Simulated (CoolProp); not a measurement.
Properties of carbon monoxide along the isotherm -122.15 °C.

The numbers come from the reference Helmholtz-energy equation of state, Lemmon 2006 in CoolProp. It is a short technical equation, of lower accuracy than the large ones.

```
p (bar)          phase  density (kg/m³)  cv (kJ/(kg K))  Joule-Thomson coefficient (K/MPa)  isothermal compressibility (1/MPa)  fugacity coefficient
-------  -------------  ---------------  --------------  ---------------------------------  ----------------------------------  --------------------
0.166              gas           0.3708          0.7425                              8.518                               60.31                0.9989
0.268              gas           0.5990          0.7427                              8.519                               37.38                0.9983
0.433              gas           0.9688          0.7431                              8.520                               23.16                0.9972
0.7                gas            1.569          0.7436                              8.521                               14.35                0.9954
1.13               gas            2.540          0.7444                              8.523                               8.916                0.9927
1.83               gas            4.132          0.7458                              8.526                               5.531                0.9881
2.95               gas            6.712          0.7481                              8.531                               3.458                0.9809
4.77               gas            10.99          0.7519                              8.536                               2.166                0.9692
7.7                gas            18.11          0.7582                              8.540                               1.371                0.9505
12.4               gas            30.21          0.7689                              8.528                              0.8842            (withheld)
20.1               gas            52.20          0.7886                         (withheld)                              0.5860                0.8731
32.5               gas            95.54      (withheld)                         (withheld)                          (withheld)                0.7984
52.5     supercritical            204.7      (withheld)                              6.082                              0.3574            (withheld)
```

Fill in the missing entries.


- 12.4, fugacity coefficient: 0.9208
- 20.1, Joule-Thomson coefficient (K/MPa): 8.446
- 32.5, cv (kJ/(kg K)): 0.8286
- 32.5, Joule-Thomson coefficient (K/MPa): 8.054
- 32.5, isothermal compressibility (1/MPa): 0.4207
- 52.5, cv (kJ/(kg K)): 0.9252
- 52.5, fugacity coefficient: 0.6832
